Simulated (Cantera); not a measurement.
A perfectly stirred reactor is fed with 1.89 % CH4, 98.1 % N2, at 1.00 atm; it is held at 1725 K, and followed from long to short residence time.

Cantera simulation using GRI-Mech 3.0 (53 species, 325 reactions); the numbers are that mechanism's predictions, not measurements. GRI-Mech 3.0 stops at C3 and has no aromatics, soot or wall deposition, so with more carbon than oxygen in the feed, carbon stays in small species such as C2H2 where larger ones or solid carbon would form.

Predict: x(CH4) at τ = 2.30 s; x(HCN) at τ = 2.30 s; x(C2H) at τ = 2.30 s; x(CH3) at τ = 2.30 s; x(CH2) at τ = 2.30 s; x(CH4) at τ = 54.0 ms; x(HCN) at τ = 54.0 ms; x(C2H) at τ = 54.0 ms; x(CH3) at τ = 54.0 ms; x(CH2) at τ = 54.0 ms.


| Item | Result |
|---|---|
| x(CH4) at τ = 2.30 s | 0.00110 |
| x(HCN) at τ = 2.30 s | 1.95e-5 |
| x(C2H) at τ = 2.30 s | 6.05e-8 |
| x(CH3) at τ = 2.30 s | 2.45e-5 |
| x(CH2) at τ = 2.30 s | 2.81e-8 |
| x(CH4) at τ = 54.0 ms | 0.00627 |
| x(HCN) at τ = 54.0 ms | 1.89e-6 |
| x(C2H) at τ = 54.0 ms | 4.26e-8 |
| x(CH3) at τ = 54.0 ms | 0.000137 |
| x(CH2) at τ = 54.0 ms | 1.43e-7 |
